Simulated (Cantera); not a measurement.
A closed system holds: 1 mol CH3SiCl3, 0.059 mol HCl, 1000 mol H2, equilibrated at 0.420 bar.

These are equilibrium values from Cantera (NASA tables, ideal gas, pure condensed phases), not measurements of a reactor. Candidate condensed phases: C, C6H6, C7H8, C8H18, Si, SiC; 109 gas species. The feed counts by its element totals alone. Gases not in the tables: Si2H6 and higher silanes. The numbers say what is thermodynamically allowed, not how fast it happens. All values below are at 1900 °C.

Base state: H2 0.989, H 0.00740, HCl 0.00300, Si 0.000228, C2H2 (acetylene) 0.000186, SiH2 8.78e-5, SiH 6.86e-5, CH4 3.34e-5 (mole fractions); condensed: SiC(s).

What changes in the equilibrium state with this change: H2 from 1000 to 18 mol?


```tsv
species	before	after
H2	0.989	0.851
HCl	0.00300	0.135
H	0.00740	0.00687
SiCl2	6.12e-6	0.00421
SiCl3	1.57e-9	5.26e-5
Cl	1.64e-5	0.000797
SiC(s), mol	0.571	0.905
C(graphite), mol	0	0.0124
```
The tables' values for SiCl, SiCl3 are old estimates; treat these amounts as uncertain.
